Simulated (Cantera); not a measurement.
Input (Python, Cantera):

```python
import numpy as np
import cantera as ct

gas = ct.Solution("gri30.yaml")
gas.TPX = 575, 31000, {'CH4': 1, 'O2': 1.67, 'N2': 6.27, 'H2': 0.17}
flame = ct.FreeFlame(gas, width=0.091)
flame.set_refine_criteria(ratio=3, slope=0.08, curve=0.16)
flame.transport_model = "mixture-averaged"
flame.solve(loglevel=0, auto=True)
z, T = flame.grid, flame.T
thick = (T[-1] - T[0]) / np.gradient(T, z).max()
show = ['CH4', 'O2', 'H2O2', 'H2', 'HCN', 'CH3']
print(f"laminar burning velocity  {flame.velocity[0] * 100:.3f} cm/s")
print(f"burnt temperature         {T[-1]:.1f} K")
print(f"thermal thickness         {thick * 1e3:.4f} mm")
print(f"grid points               {len(z)}")
z0 = z[flame.heat_release_rate.argmax()]
print(f"{'z/mm':>9s}{'T/K':>9s}{'u/(m/s)':>9s}" + "".join(f"{s:>11s}" for s in show))
rows = []
for k in (-3, -2, -1.5, -1, -0.5, -0.25, 0, 0.25, 0.5, 1, 2, 4, 8):
    zz = z0 + k * thick
    rows.append([k * thick, np.interp(zz, z, T), np.interp(zz, z, flame.velocity),
                 *(np.interp(zz, z, flame.X[gas.species_index(s)]) for s in show)])
    print(f"{rows[-1][0] * 1e3:9.3f}{rows[-1][1]:9.1f}{rows[-1][2]:9.3f}" + "".join(f"{x:11.3e}" for x in rows[-1][3:]))
```

It prints:

```
laminar burning velocity  150.743 cm/s
burnt temperature         2266.9 K
thermal thickness         0.9107 mm
grid points               142
     z/mm      T/K  u/(m/s)        CH4         O2       H2O2         H2        HCN        CH3
   -2.732    575.1    1.509  1.096e-01  1.831e-01  7.750e-09  1.967e-02  4.038e-11  5.576e-08
   -1.821    576.8    1.517  1.092e-01  1.826e-01  1.215e-07  2.202e-02  9.284e-10  8.157e-07
   -1.366    584.0    1.541  1.084e-01  1.817e-01  5.762e-07  2.513e-02  6.704e-09  4.310e-06
   -0.911    649.6    1.728  1.035e-01  1.769e-01  2.435e-06  3.202e-02  1.223e-07  4.154e-05
   -0.455   1064.6    2.888  7.341e-02  1.434e-01  4.096e-06  4.433e-02  1.935e-06  1.144e-03
   -0.228   1469.7    4.046  3.970e-02  1.003e-01  3.187e-06  5.031e-02  5.487e-06  4.417e-03
    0.000   1826.7    5.089  1.080e-02  5.278e-02  1.059e-06  5.073e-02  1.194e-05  4.273e-03
    0.228   1992.2    5.569  1.325e-03  2.355e-02  2.061e-07  4.477e-02  1.442e-05  1.047e-03
    0.455   2034.8    5.680  9.659e-05  1.165e-02  7.136e-08  4.000e-02  9.849e-06  1.049e-04
    0.911   2054.8    5.714  4.058e-07  5.992e-03  5.917e-08  3.849e-02  3.025e-06  5.472e-07
    1.821   2073.1    5.748  6.562e-11  4.743e-03  5.316e-08  3.925e-02  3.294e-07  1.063e-10
    3.643   2097.4    5.803  1.270e-14  4.139e-03  4.681e-08  3.913e-02  1.574e-08  3.180e-14
    7.286   2133.2    5.887  1.673e-15  3.346e-03  3.860e-08  3.850e-02  1.141e-10  8.927e-15
```

Detailed kinetics in Cantera: GRI-Mech 3.0 (53 species, 325 reactions). Burning velocities carry a grid error of a few per cent, more on coarse grids.
